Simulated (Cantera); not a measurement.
## Thermodynamics of silicon oxide and oxynitride deposition, feed Si2H6 + CO2

A closed system holds: 1 mol Si2H6, 6.7 mol CO2, equilibrated at 5.20 Pa.

Cantera equilibrium calculation (NASA polynomials, part measured and part estimated; ideal gas, pure solids and liquids). Candidate condensed phases: C, C6H6, C7H8, C8H18, H2O, Si, SiC, SiO2; 123 gas species. The feed counts by its element totals alone. The tables hold silica as quartz up to 1696 K and as liquid above; real silica turns to tridymite and cristobalite and melts near 1996 K. The numbers say what is thermodynamically allowed, not how fast it happens.

At 477 °C the condensed part is SiO2(α-quartz). From 577 °C to 1377 °C the condensed part is SiO2(β-quartz).

```json
[
 {"T (°C)": "477", "x CO": "0.439", "x H2": "0.283", "x CO2": "0.252", "x H2O": "0.0265", "x H": "2.33e-11", "x SiO": "<1e-12", "x OH": "<1e-12", "x O": "<1e-12", "n SiO2(α-quartz)": "2.00", "n SiO2(β-quartz)": "0"},
 {"T (°C)": "577", "x CO": "0.457", "x H2": "0.265", "x CO2": "0.234", "x H2O": "0.0444", "x H": "1.46e-9", "x SiO": "<1e-12", "x OH": "<1e-12", "x O": "<1e-12", "n SiO2(α-quartz)": "0", "n SiO2(β-quartz)": "2.00"},
 {"T (°C)": "677", "x CO": "0.475", "x H2": "0.247", "x CO2": "0.216", "x H2O": "0.0626", "x H": "3.83e-8", "x SiO": "<1e-12", "x OH": "1.43e-11", "x O": "<1e-12", "n SiO2(α-quartz)": "0", "n SiO2(β-quartz)": "2.00"},
 {"T (°C)": "777", "x CO": "0.492", "x H2": "0.230", "x CO2": "0.199", "x H2O": "0.0792", "x H": "5.40e-7", "x SiO": "<1e-12", "x OH": "5.93e-10", "x O": "<1e-12", "n SiO2(α-quartz)": "0", "n SiO2(β-quartz)": "2.00"},
 {"T (°C)": "877", "x CO": "0.506", "x H2": "0.216", "x CO2": "0.185", "x H2O": "0.0936", "x H": "4.80e-6", "x SiO": "1.26e-10", "x OH": "1.26e-8", "x O": "<1e-12", "n SiO2(α-quartz)": "0", "n SiO2(β-quartz)": "2.00"},
 {"T (°C)": "977", "x CO": "0.518", "x H2": "0.203", "x CO2": "0.172", "x H2O": "0.106", "x H": "3.02e-5", "x SiO": "1.03e-8", "x OH": "1.62e-7", "x O": "2.39e-11", "n SiO2(α-quartz)": "0", "n SiO2(β-quartz)": "2.00"},
 {"T (°C)": "1077", "x CO": "0.529", "x H2": "0.193", "x CO2": "0.162", "x H2O": "0.116", "x H": "0.000145", "x SiO": "4.35e-7", "x OH": "1.42e-6", "x O": "9.98e-10", "n SiO2(α-quartz)": "0", "n SiO2(β-quartz)": "2.00"},
 {"T (°C)": "1177", "x CO": "0.537", "x H2": "0.184", "x CO2": "0.153", "x H2O": "0.125", "x H": "0.000563", "x SiO": "1.09e-5", "x OH": "9.16e-6", "x O": "2.48e-8", "n SiO2(α-quartz)": "0", "n SiO2(β-quartz)": "2.00"},
 {"T (°C)": "1277", "x CO": "0.544", "x H2": "0.176", "x CO2": "0.146", "x H2O": "0.132", "x H": "0.00183", "x SiO": "0.000178", "x OH": "4.62e-5", "x O": "4.09e-7", "n SiO2(α-quartz)": "0", "n SiO2(β-quartz)": "2.00"},
 {"T (°C)": "1377", "x CO": "0.547", "x H2": "0.167", "x CO2": "0.141", "x H2O": "0.138", "x H": "0.00515", "x SiO": "0.00203", "x OH": "0.000192", "x O": "4.83e-6", "n SiO2(α-quartz)": "0", "n SiO2(β-quartz)": "1.98"}
]
```
x: gas mole fraction; n: condensed amount in mol.
